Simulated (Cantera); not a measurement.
A perfectly stirred reactor is fed with 4.36 % CH4, 1.22 % CO, 19.8 % O2, 74.6 % N2, equivalence ratio 0.47, at 0.850 bar; it is adiabatic with a 600 K inlet, and is followed from long to short residence time, starting on the burning branch (τ in s: 0.15, 0.063, 0.026, 0.011, 0.0044, 0.0018, 0.00075, 0.00031, 0.00013, 5.3e-05, 2.2e-05, 9.1e-06).

Computed with Cantera and GRI-Mech 3.0 (53 species, 325 reactions).

**Question.** Predict: blow-out, bracketed by the residence times tried; x(CH4) at τ = 0.150 s; x(CO) at τ = 0.150 s; x(O2) at τ = 0.150 s; x(HCN) at τ = 0.150 s; x(OH) at τ = 0.150 s; x(CH4) at τ = 0.750 ms; x(CO) at τ = 0.750 ms; x(O2) at τ = 0.750 ms; x(HCN) at τ = 0.750 ms; x(OH) at τ = 0.750 ms.

**Answer.** 
| Item | Value |
|---|---|
| blow-out, bracketed by the residence times tried | burning at 0.310 ms, out at 0.130 ms |
| x(CH4) at τ = 0.150 s | 9.54e-6 |
| x(CO) at τ = 0.150 s | 0.000270 |
| x(O2) at τ = 0.150 s | 0.106 |
| x(HCN) at τ = 0.150 s | 1.54e-9 |
| x(OH) at τ = 0.150 s | 0.000805 |
| x(CH4) at τ = 0.750 ms | 0.000358 |
| x(CO) at τ = 0.750 ms | 0.00961 |
| x(O2) at τ = 0.750 ms | 0.110 |
| x(HCN) at τ = 0.750 ms | 1.52e-8 |
| x(OH) at τ = 0.750 ms | 0.00280 |
